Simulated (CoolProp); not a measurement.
The fluid at 293.15 K and 1.17 MPa (liquid) is heated at constant pressure to 319.6 K. The same conditions are run with several fluids, on thermodynamics alone (safety and materials aside).

Model: reference Helmholtz-energy equation of state of each fluid (tetrahydrofuran: Fiedler 2023; n-hexane: Thol 2019; sulfur dioxide: Gao 2016; p-xylene: Zhou 2012; methanol: de Reuck 1993), in CoolProp.

```json
[
 {"fluid": "tetrahydrofuran", "heat (kJ/kg)": "46.4", "final density (kg/m³)": "859"},
 {"fluid": "n-hexane", "heat (kJ/kg)": "61.0", "final density (kg/m³)": "636"},
 {"fluid": "sulfur dioxide", "heat (kJ/kg)": "37.1", "final density (kg/m³)": "1310"},
 {"fluid": "p-xylene", "heat (kJ/kg)": "46.1", "final density (kg/m³)": "839"},
 {"fluid": "methanol", "heat (kJ/kg)": "68.4", "final density (kg/m³)": "767"}
]
```
